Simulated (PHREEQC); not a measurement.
PHREEQC input (ion-association model, wateq4f.dat):

```
SOLUTION_MASTER_SPECIES
  An  An-  0  An  62.0  # stands for a non-complexing anion
SOLUTION_SPECIES
  An- = An-
    -log_k 0
    -gamma 3.0 0
PHASES
  Fix_H+
    H+ = H+
    -log_k 0
SOLUTION 1
  temp 25
  units mmol/kgw
  pH 7 charge
  Na 50
  An 50
END
SELECTED_OUTPUT 1
  -reset false
  -pH true
  -pe true
  -ionic_strength true
  -water true
  -totals Na
  -molalities Hfo_wOH Hfo_wOH2+ Hfo_wO- Hfo_sOH Hfo_sOH2+ Hfo_sO-
USER_PUNCH 1
  -headings sigma psi
  10 PUNCH EDL("sigma", "Hfo"), EDL("psi", "Hfo")
PRINT
  -reset false
USE solution 1
SURFACE 1
  Hfo_wOH 0.000921348 600 0.41
  Hfo_sOH 2.30337e-05
EQUILIBRIUM_PHASES 1
  Fix_H+ -3 HAn 10
    -force_equality true
  O2(g) -0.68 10
END
# ... the last block is repeated for the other 16 points of pH, with NaOH or the acid as the point needs
```

Selected output (columns that matter, 17 of 17 rows; pH added in front):

```
pH	mu	Na	m_Hfo_wOH	m_Hfo_wOH2+	m_Hfo_wO-	m_Hfo_sOH	m_Hfo_sOH2+	m_Hfo_sO-	sigma	psi
3	0.051628	0.05	3.2821e-05	0.0008885	2.7775e-08	8.2053e-07	2.2212e-05	6.9437e-10	0.35722	0.16904
3.5	0.050798	0.05	8.721e-05	0.00083393	2.0893e-07	2.1802e-06	2.0848e-05	5.2232e-09	0.3352	0.1662
4	0.050492	0.05	0.00018773	0.00073251	1.1022e-06	4.6934e-06	1.8313e-05	2.7556e-08	0.29407	0.15965
4.5	0.050341	0.05	0.00032015	0.00059726	3.9315e-06	8.0039e-06	1.4932e-05	9.8287e-08	0.23855	0.14903
5	0.050242	0.05	0.00045119	0.00046002	1.0138e-05	1.128e-05	1.1501e-05	2.5344e-07	0.18088	0.13497
5.5	0.050169	0.05	0.0005568	0.0003439	2.0652e-05	1.392e-05	8.5975e-06	5.163e-07	0.12996	0.11827
6	0.050114	0.05	0.00062942	0.00025655	3.5375e-05	1.5735e-05	6.4138e-06	8.8439e-07	0.088926	0.099368
6.5	0.050074	0.05	0.00067251	0.00019596	5.2873e-05	1.6813e-05	4.899e-06	1.3218e-06	0.057529	0.078413
7	0.050044	0.05	0.00069453	0.00015596	7.0857e-05	1.7363e-05	3.8989e-06	1.7714e-06	0.034215	0.055529
7.5	0.050022	0.05	0.00070412	0.00012957	8.766e-05	1.7603e-05	3.2392e-06	2.1915e-06	0.016849	0.031066
8	0.050004	0.05	0.00070716	0.00011069	0.0001035	1.7679e-05	2.7671e-06	2.5875e-06	0.0028881	0.0056452
8.5	0.050017	0.050031	0.00070605	9.4658e-05	0.00012064	1.7651e-05	2.3665e-06	3.0161e-06	-0.010448	-0.019955
9	0.050045	0.050079	0.00069985	7.843e-05	0.00014306	1.7496e-05	1.9608e-06	3.5766e-06	-0.025986	-0.044928
9.5	0.050098	0.050157	0.00068423	6.0847e-05	0.00017627	1.7106e-05	1.5212e-06	4.4066e-06	-0.046405	-0.068564
10	0.050217	0.050312	0.00065148	4.2827e-05	0.00022703	1.6287e-05	1.0707e-06	5.6759e-06	-0.074062	-0.090379
10.5	0.050531	0.050672	0.0005923	2.6571e-05	0.00030247	1.4808e-05	6.6427e-07	7.5617e-06	-0.11093	-0.11014
11	0.051436	0.051638	0.00049933	1.3999e-05	0.00040801	1.2483e-05	3.4998e-07	1.02e-05	-0.15842	-0.12764
```

The oxide is taken as insoluble; below pH 4 it would dissolve.
